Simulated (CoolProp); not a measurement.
n-perfluorohexane at several states: fugacity coefficient from the reference equation and from simpler models built on Tc = 448.0 K, pc = 17.42 bar, ω = 0.497; each cubic takes its own stable root.

The numbers come from the reference Helmholtz-energy equation of state, Gao 2022 in CoolProp.

| T (K) | p (bar) | phase | reference | Redlich-Kwong | Soave-Redlich-Kwong | Peng-Robinson |
|---|---|---|---|---|---|---|
| 322.3 | 18.9 | liquid | ___ | ___ | 0.04567 | ___ |
| 237.9 | 9.35 | liquid | 0.001007 | ___ | 0.001048 | 0.001148 |
| 320.6 | 0.125 | gas | 0.9920 | 0.9938 | 0.9924 | 0.9921 |
| 424.5 | 102 | liquid | 0.1561 | 0.1995 | ___ | 0.1607 |

**Question.** What belongs in the gaps?

**Answer.** 
- 322.3, reference: 0.04452
- 322.3, Redlich-Kwong: 0.1081
- 322.3, Peng-Robinson: 0.04489
- 237.9, Redlich-Kwong: 0.01026
- 424.5, Soave-Redlich-Kwong: 0.1801
